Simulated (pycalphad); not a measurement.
Source of the numbers: pycalphad with the COST 507 light-alloy database (1999); pressure 1 atm. The database dates from 1999; later assessments differ in places, in temperatures and in the compounds included. Kinetics are ignored, which matters at the lower temperatures.

Molar enthalpy of Cu-57.1Si (at.%) in equilibrium (SER reference):

| T (°C) | H (kJ/mol) | phases |
|---|---|---|
| 2077 | 83.02 | liquid |
| 1997 | 80.70 | liquid |
| 1917 | 78.38 | liquid |
| 1837 | 76.06 | liquid |
| 1757 | 73.74 | liquid |
| 1677 | 71.42 | liquid |
| 1597 | 69.10 | liquid |
| 1517 | 66.78 | liquid |
| 1437 | 64.46 | liquid |
| 1357 | 62.14 | liquid |
| 1277 | 59.81 | liquid |
| 1197 | 57.48 | liquid |
| 1157 | 56.32 | liquid |
| 1117 | 53.78 | liquid + diamond (Si) |
| 1037 | 42.48 | liquid + diamond (Si) |
| 957 | 35.30 | liquid + diamond (Si) |
| 877 | 30.29 | liquid + diamond (Si) |
| 797 | 21.01 | CU19SI6_ETA + diamond (Si) |
| 757 | 19.91 | CU19SI6_ETA + diamond (Si) |
| 717 | 18.82 | CU19SI6_ETA + diamond (Si) |
| 637 | 16.66 | CU19SI6_ETA + diamond (Si) |
| 557 | 14.52 | CU19SI6_ETA + diamond (Si) |
| 477 | 12.42 | CU19SI6_ETA + diamond (Si) |
| 397 | 10.34 | CU19SI6_ETA + diamond (Si) |
| 317 | 8.31 | CU19SI6_ETA + diamond (Si) |
| 237 | 6.32 | CU19SI6_ETA + diamond (Si) |

Cooling from 1157 °C to 797 °C, across the freezing range, releases 35.3 kJ/mol, or 815 J/g. The slope is 29 J/(mol K) in the liquid and 27 J/(mol K) just below the solidus, where it includes any heat of precipitation. Liquidus 1126 °C, solidus 800 °C. Changes were sought between steps of 40 K, so a narrower field can be missed.

Database names, with the compositions (at.%) that they take in these runs: CU19SI6_ETA: Cu 76 Si 24.
